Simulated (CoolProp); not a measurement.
Vapour-liquid equilibrium of isobutane (1) + R245fa (2) at 350.5 K; x and y are mole fractions of (1).

Computed with CoolProp (multi-fluid Helmholtz-energy mixture model, Bücker 2006 and Akasaka 2015; pair parameters Bell 2016).

```tsv
x	bubble pressure, mixture model (MPa)	bubble pressure, Raoult's law (MPa)	y, mixture model	y, Raoult's law
0.05	0.8799	0.7647	0.173	0.083
0.125	1.046	0.8047	0.325	0.198
0.2	1.168	0.8448	0.417	0.301
0.275	1.256	0.8848	0.480	0.395
0.35	1.320	0.9249	0.528	0.481
0.425	1.368	0.9649	0.567	0.560
0.5	1.402	1.005	0.602	0.633
0.575	1.426	1.045	0.637	0.700
0.65	1.441	1.085	0.675	0.762
0.725	1.443	1.125	0.717	0.820
0.8	1.431	1.165	0.767	0.873
0.875	1.399	1.205	0.832	0.923
0.95	1.336	1.245	0.920	0.970
```

The largest gap from Raoult's law is +42.7 % in bubble pressure, at x = 0.35. y crosses x between x = 0.65 and 0.725: the model has an azeotrope there.

The pair parameters rest on a limited set of measurements; away from them the model extrapolates.
